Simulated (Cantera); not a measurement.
Feed: 1 mol SiCl4, 0.23 mol C2H4, 1400 mol H2, held at 360 Torr.

These are equilibrium values from Cantera (NASA tables, ideal gas, pure condensed phases), not measurements of a reactor. Candidate condensed phases: C, C6H6, C7H8, C8H18, Si, SiC; 109 gas species. Mutual solubility and eutectic melting of coexisting phases are not modelled. Rates play no part.

**Question.** At 1448 K, list the 4 most abundant gas species with their mole fractions, and the condensed phases.

**Answer.** H2 0.997, HCl 0.00280, SiCl2 2.42e-5, H 1.33e-5. Condensed: Si(s) + SiC(s).
